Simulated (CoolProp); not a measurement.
Sulfur hexafluoride along the isotherm 239 K: fugacity coefficient from the reference equation and from simpler models built on Tc = 318.7 K, pc = 3.755 MPa, ω = 0.210; each cubic takes its own stable root.

Computed with CoolProp (reference Helmholtz-energy equation of state, Guder 2009).

```tsv
p (MPa)	phase	reference
0.853	liquid	0.4577
1.71	liquid	0.2366
2.56	liquid	0.1637
3.41	liquid	0.1273
4.27	liquid	0.1053
5.12	liquid	0.09092
5.97	liquid	0.08073
6.83	liquid	0.07308
7.68	liquid	0.06728
8.53	liquid	0.06270
9.39	liquid	0.05897
```

Task: How far does each simpler model (van der Waals, Redlich-Kwong, Soave-Redlich-Kwong) lie from the reference over these 11 states: mean and median of the absolute difference, and the worst?

Result: 
- van der Waals: mean 142.5 %, median 145.7 %, worst +167.6 % at 239 K and 9.39 MPa
- Redlich-Kwong: mean 33.1 %, median 33.2 %, worst +34.6 % at 239 K and 9.39 MPa
- Soave-Redlich-Kwong: mean 3.1 %, median 3.2 %, worst +3.8 % at 239 K and 9.39 MPa

At some of these states van der Waals gives the other phase, because its saturation line lies elsewhere.
